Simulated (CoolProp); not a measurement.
C2F6 (R116) at 298.15 K and 4.15 MPa flows at 0.12 m/s in a round tube of 12.7 mm bore and 1.5 µm roughness, fully developed (64/Re and Nu = 3.66 if laminar; Colebrook and Gnielinski if turbulent). Each further row changes one setting.

Computed with CoolProp (reference Helmholtz-energy equation of state, Lemmon 2006). It is a short technical equation, of lower accuracy than the large ones.

```
case               Reynolds number  Darcy friction factor  pressure drop (Pa/m)  heat-transfer coefficient (W/(m² K))  mass flow (kg/h)
-----------------  ---------------  ---------------------  --------------------  ------------------------------------  ----------------
as stated                    21200                 0.0258                  13.3                                   342              49.9
velocity 0.24 m/s            42500                 0.0221                  45.6                                   622              99.8
diameter 25.4 mm             42500                 0.0219                  5.65                                   309               200
```

Viscosity comes from a separate model (Huber 2003), an estimate that may be off by 10 % or more. Thermal conductivity comes from a separate model (Huber 2003), an estimate that may be off by 10 % or more.
